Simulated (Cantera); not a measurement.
**Silicon etching in halogen gases: Si + SF6**

Feed: 1 mol Si, 2.8 mol SF6, held at 1.20 mbar.

Equilibrium computed with Cantera from the NASA thermochemical tables; the gas is ideal and each condensed phase is pure. Candidate condensed phases: S, Si; 21 gas species. The tables' values for SF3, S2F2 (SSF2), SF5 are old estimates; treat these amounts as uncertain. Kinetics and transport are ignored.

From 477 °C to 977 °C nothing is condensed. The main Si-bearing gas is SiF4 throughout.

| T (°C) | log p SF4 | log p SiF4 | log p SF6 | log p F | log p SF3 |
|---|---|---|---|---|---|
| 477 | -3.21 | -3.50 | -3.58 | -13.01 | -6.18 |
| 527 | -3.20 | -3.50 | -3.59 | -11.67 | -6.04 |
| 577 | -3.20 | -3.50 | -3.60 | -10.48 | -5.92 |
| 627 | -3.20 | -3.50 | -3.60 | -9.42 | -5.82 |
| 677 | -3.20 | -3.50 | -3.59 | -8.47 | -5.72 |
| 727 | -3.20 | -3.50 | -3.59 | -7.61 | -5.64 |
| 777 | -3.20 | -3.50 | -3.59 | -6.84 | -5.57 |
| 827 | -3.20 | -3.50 | -3.59 | -6.14 | -5.50 |
| 877 | -3.20 | -3.50 | -3.60 | -5.50 | -5.44 |
| 927 | -3.21 | -3.50 | -3.61 | -4.92 | -5.38 |
| 977 | -3.21 | -3.52 | -3.64 | -4.40 | -5.31 |
log p: log10 of the partial pressure in bar; nothing condenses.
